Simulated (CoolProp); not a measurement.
C2F6 (R116) along the isobar 101 kPa: density (kg/m³) from the reference equation and from simpler models built on Tc = 293.0 K, pc = 3048 kPa, ω = 0.257; each cubic takes its own stable root.

The numbers come from the reference Helmholtz-energy equation of state, Lemmon 2006 in CoolProp. It is a short technical equation, of lower accuracy than the large ones.

```csv
T (K),phase,reference
194.4,liquid,1608
201.6,gas,8.662
208.8,gas,8.323
216.1,gas,8.009
223.3,gas,7.724
230.5,gas,7.461
237.7,gas,7.216
245,gas,6.985
```

Q: How far does each simpler model (van der Waals, Redlich-Kwong, Soave-Redlich-Kwong, Peng-Robinson) lie from the reference over these 8 states: mean and median of the absolute difference, and the worst?

A: 
- van der Waals: mean 13.3 %, median 1.0 %, worst -99.4 % at 194.4 K and 101 kPa
- Redlich-Kwong: mean 12.8 %, median 0.4 %, worst -99.4 % at 194.4 K and 101 kPa
- Soave-Redlich-Kwong: mean 0.7 %, median 0.1 %, worst -4.4 % at 194.4 K and 101 kPa
- Peng-Robinson: mean 1.1 %, median 0.1 %, worst +8.1 % at 194.4 K and 101 kPa

At some of these states van der Waals, Redlich-Kwong gives the other phase, because its saturation line lies elsewhere.
